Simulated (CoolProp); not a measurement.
A simple Rankine cycle with neopentane: condensing at 315.15 K, boiler at 0.78 MPa, turbine inlet 370.7 K, turbine efficiency 0.85, pump efficiency 0.8, no recuperator. Each further row changes one setting.

Computed with CoolProp (reference Helmholtz-energy equation of state, Lemmon 2006). It is a short technical equation, of lower accuracy than the large ones.

| case | thermal efficiency (%) | net work (kJ/kg) | heat in (kJ/kg) | turbine exit temperature (K) | volume ratio over the turbine |
|---|---|---|---|---|---|
| as stated | 7.9 | 30.4 | 382 | 348.0 | 2.85 |
| turbine inlet 390.7 K | 7.7 | 32.9 | 427 | 368.7 | 2.80 |
| condensing temperature 307.15 K | 9.4 | 37.6 | 401 | 343.3 | 3.59 |
| boiler pressure 0.546 MPa | 5.3 | 20.6 | 390 | 356.8 | 1.93 |
| turbine efficiency 0.75 | 7.0 | 26.7 | 382 | 349.8 | 2.86 |
